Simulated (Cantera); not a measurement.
Feed: 1 mol SiH4, 3.6 mol N2, 73 mol H2, held at 1752 °C and 1500 Pa.

These are equilibrium values from Cantera (NASA tables, ideal gas, pure condensed phases), not measurements of a reactor. Candidate condensed phases: Si, Si3N4; 18 gas species. The tables' values for SiN are old estimates; treat these amounts as uncertain. Gases not in the tables: Si2H6 and higher silanes. Kinetics and transport are ignored.

**Question.** What is the equilibrium state?

**Answer.** 
```json
{
 "x(H2)": "0.935",
 "x(N2)": "0.0452",
 "x(H)": "0.0152",
 "x(Si)": "0.00388",
 "x(SiH)": "0.000294",
 "x(SiH2)": "0.000114",
 "x(Si2)": "4.27e-5",
 "x(Si2N)": "3.18e-5",
 "x(SiN)": "2.48e-5",
 "n(Si(l))": "0.643 mol",
 "gas_amount": "79.53 mol"
}
```
